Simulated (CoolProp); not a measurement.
Ethylbenzene along the isobar 899 kPa: fugacity coefficient from the reference equation and from simpler models built on Tc = 344.0 °C, pc = 3622 kPa, ω = 0.304; each cubic takes its own stable root.

The numbers come from the reference Helmholtz-energy equation of state, Zhou 2012 in CoolProp.

```json
[
 {"T (°C)": "286.55", "phase": "gas", "reference": "0.8785"},
 {"T (°C)": "290.55", "phase": "gas", "reference": "0.8814"},
 {"T (°C)": "294.65", "phase": "gas", "reference": "0.8843"},
 {"T (°C)": "298.65", "phase": "gas", "reference": "0.8871"},
 {"T (°C)": "302.65", "phase": "gas", "reference": "0.8897"},
 {"T (°C)": "306.65", "phase": "gas", "reference": "0.8923"},
 {"T (°C)": "310.65", "phase": "gas", "reference": "0.8948"},
 {"T (°C)": "314.75", "phase": "gas", "reference": "0.8972"},
 {"T (°C)": "318.75", "phase": "gas", "reference": "0.8995"},
 {"T (°C)": "322.75", "phase": "gas", "reference": "0.9018"},
 {"T (°C)": "326.75", "phase": "gas", "reference": "0.9040"},
 {"T (°C)": "330.75", "phase": "gas", "reference": "0.9061"},
 {"T (°C)": "334.75", "phase": "gas", "reference": "0.9081"},
 {"T (°C)": "338.85", "phase": "gas", "reference": "0.9102"},
 {"T (°C)": "342.85", "phase": "gas", "reference": "0.9121"},
 {"T (°C)": "346.85", "phase": "gas", "reference": "0.9140"}
]
```

Task: How far does each simpler model (van der Waals, Redlich-Kwong, Soave-Redlich-Kwong, Peng-Robinson) lie from the reference over these 16 states: mean and median of the absolute difference, and the worst?

Result: 
- van der Waals: mean 2.3 %, median 2.2 %, worst +3.3 % at 286.55 °C and 899 kPa
- Redlich-Kwong: mean 0.8 %, median 0.8 %, worst +1.3 % at 286.55 °C and 899 kPa
- Soave-Redlich-Kwong: mean 0.5 %, median 0.5 %, worst +0.7 % at 286.55 °C and 899 kPa
- Peng-Robinson: mean 0.5 %, median 0.5 %, worst -0.5 % at 334.75 °C and 899 kPa
